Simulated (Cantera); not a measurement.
An isothermal, constant-pressure homogeneous reactor starts with H₂ : O₂ : N₂ = 0.39 : 1 : 2.1 (molar parts), at 1423 K and 95000 Pa.

Computed with Cantera and the H2/O2 subset of GRI-Mech 3.0, which has no nitrogen chemistry. The temperature is held fixed by assumption; the heat of reaction is taken as removed at once.

x: mole fraction; the columns are a selection and need not sum to one.

```json
[
 {"t (s)": "5.00e-6", "x H₂": "0.112", "x O₂": "0.287", "x H₂O₂": "3.49e-9", "x HO₂": "5.93e-7", "x H": "3.60e-6", "x H₂O": "5.38e-6", "x OH": "(withheld)"},
 {"t (s)": "2.38e-5", "x H₂": "0.00762", "x O₂": "0.231", "x H₂O₂": "5.06e-6", "x HO₂": "9.56e-5", "x H": "0.0193", "x H₂O": "0.0928", "x OH": "(withheld)"},
 {"t (s)": "0.000113", "x H₂": "0.000373", "x O₂": "0.243", "x H₂O₂": "1.48e-6", "x HO₂": "3.14e-5", "x H": "0.000172", "x H₂O": "0.117", "x OH": "(withheld)"},
 {"t (s)": "0.000540", "x H₂": "1.62e-5", "x O₂": "0.244", "x H₂O₂": "2.45e-7", "x HO₂": "2.71e-6", "x H": "1.86e-6", "x H₂O": "0.118", "x OH": "(withheld)"},
 {"t (s)": "0.00257", "x H₂": "1.49e-6", "x O₂": "0.244", "x H₂O₂": "4.65e-8", "x HO₂": "3.63e-7", "x H": "6.80e-8", "x H₂O": "0.118", "x OH": "(withheld)"},
 {"t (s)": "0.0122", "x H₂": "2.70e-7", "x O₂": "0.244", "x H₂O₂": "1.17e-8", "x HO₂": "1.38e-7", "x H": "5.95e-9", "x H₂O": "0.118", "x OH": "(withheld)"},
 {"t (s)": "0.0583", "x H₂": "1.59e-7", "x O₂": "0.244", "x H₂O₂": "7.43e-9", "x HO₂": "1.31e-7", "x H": "2.74e-9", "x H₂O": "0.118", "x OH": "4.44e-5"},
 {"t (s)": "0.278", "x H₂": "1.58e-7", "x O₂": "0.244", "x H₂O₂": "7.41e-9", "x HO₂": "1.31e-7", "x H": "2.73e-9", "x H₂O": "0.118", "x OH": "4.43e-5"},
 {"t (s)": "1.32", "x H₂": "1.58e-7", "x O₂": "0.244", "x H₂O₂": "7.41e-9", "x HO₂": "1.31e-7", "x H": "2.73e-9", "x H₂O": "0.118", "x OH": "4.43e-5"},
 {"t (s)": "6.30", "x H₂": "1.58e-7", "x O₂": "0.244", "x H₂O₂": "7.41e-9", "x HO₂": "1.31e-7", "x H": "2.73e-9", "x H₂O": "0.118", "x OH": "4.43e-5"},
 {"t (s)": "30.0", "x H₂": "1.58e-7", "x O₂": "0.244", "x H₂O₂": "7.41e-9", "x HO₂": "1.31e-7", "x H": "2.73e-9", "x H₂O": "0.118", "x OH": "4.43e-5"}
]
```

Problem. Fill in the missing entries.

Solution. 
- 5.00e-6, x OH: 1.52e-6
- 2.38e-5, x OH: 0.00875
- 0.000113, x OH: 0.00178
- 0.000540, x OH: 0.000402
- 0.00257, x OH: 0.000134
- 0.0122, x OH: 5.88e-5
